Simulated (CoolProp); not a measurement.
Properties of carbon dioxide along the isotherm 348 K.

The numbers come from the reference Helmholtz-energy equation of state, Span 1996 in CoolProp.

| p (MPa) | phase | Z | cp (kJ/(kg K)) | Joule-Thomson coefficient (K/MPa) | viscosity (µPa s) | fugacity coefficient |
|---|---|---|---|---|---|---|
| 1.42 | gas | 0.9571 | 0.9556 | 7.418 | 17.5 | 0.9585 |
| 2.84 | gas | 0.9124 | 1.033 | 7.374 | 17.7 | 0.9178 |
| 4.26 | gas | 0.8654 | 1.132 | 7.289 | 18.1 | 0.8780 |
| 5.67 | gas | 0.8164 | 1.260 | 7.148 | 18.7 | ___ |
| 7.09 | gas | ___ | 1.433 | 6.928 | ___ | 0.8011 |
| 8.51 | supercritical | 0.7099 | 1.670 | 6.598 | 20.5 | 0.7637 |
| 9.93 | supercritical | 0.6533 | 1.996 | 6.124 | 22.0 | 0.7272 |
| 11.3 | supercritical | 0.5988 | 2.406 | ___ | ___ | 0.6930 |
| 12.8 | supercritical | 0.5444 | 2.878 | 4.652 | 27.6 | 0.6569 |
| 14.2 | supercritical | 0.5059 | 3.145 | 3.800 | 31.7 | 0.6252 |
| 15.6 | supercritical | 0.4835 | 3.145 | 3.034 | 36.3 | 0.5962 |
| 17 | supercritical | 0.4752 | 2.991 | 2.431 | 40.8 | 0.5700 |
| 18.4 | supercritical | 0.4764 | 2.807 | 1.979 | 44.9 | 0.5468 |

Question: What belongs in the gaps?

Answer: 
- 5.67, fugacity coefficient: 0.8393
- 7.09, Z: 0.7645
- 7.09, viscosity (µPa s): 19.4
- 11.3, Joule-Thomson coefficient (K/MPa): 5.504
- 11.3, viscosity (µPa s): 24.2

Viscosity comes from a separate model (Laesecke 2017).
